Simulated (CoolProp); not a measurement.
Vapour-liquid equilibrium of R22 (1) + methanol (2) at 273.2 K; x and y are mole fractions of (1).

Model: multi-fluid Helmholtz-energy mixture model, Kamei 1995 and de Reuck 1993; pair parameters Bell 2016, in CoolProp.

Give the bubble pressure and the first vapour's composition at x = 0.275, 0.425, 0.5. Is there an azeotrope?

x = 0.275: 1.992 bar, y = 0.983; x = 0.425: 2.725 bar, y = 0.989; x = 0.5: 3.034 bar, y = 0.990. No azeotrope shows between x = 0.05 and 0.95.

Pair parameters are fitted to limited data, so mixtures are less certain than the pure fluids. With so large a gap from Raoult's law the liquid may split in two, which this calculation doesn't test in full.
